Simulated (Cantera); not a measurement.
Charge: 1 mol SiH₂Cl₂, 81 mol N₂.

Equilibrium computed with Cantera from the NASA thermochemical tables; the gas is ideal and each condensed phase is pure. Candidate condensed phases: NH₄Cl, Si, Si₃N₄; 28 gas species. N₂ is the only nitrogen source here; it is nearly inert below about 1500 K, so the nitride shown seldom forms there in practice. The tables' values for SiCl₃ are old estimates. Equilibrium is a limit: real reactors are often held back by kinetics, nucleation or transport.

What condenses at these points (T in K, P in Pa): (1600, 68000); (1575, 7700); (1700, 100); (1700, 300); (1675, 68000)?


```csv
T (K),P in Pa,condensed phases,Si condensed (%)
1600,68000,Si₃N₄,77.3
1575,7700,Si₃N₄,66.7
1700,100,Si,14.4
1700,300,Si₃N₄,23.2
1675,68000,Si₃N₄,69.6
```
